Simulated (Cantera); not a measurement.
A closed system holds: 1 mol HBr, 5.5 mol H₂, 0.43 mol O₂, equilibrated at 952 °C and 0.285 Torr.

Cantera equilibrium calculation (NASA polynomials, part measured and part estimated; ideal gas, pure solids and liquids). Candidate condensed phases: Br₂, H₂O; 12 gas species. Rates play no part.

Base state: H₂ 0.714, HBr 0.153, H₂O 0.132, Br 0.00104, H 1.35e-5 (mole fractions); condensed: gas only.

Q: What changes in the equilibrium state with this change: pressure from 0.285 Torr to 0.563 Torr?

A: 
```csv
species,before,after
H₂,0.714,0.714
HBr,0.153,0.153
H₂O,0.132,0.132
Br,0.00104,0.000739
H,1.35e-5,9.62e-6
```
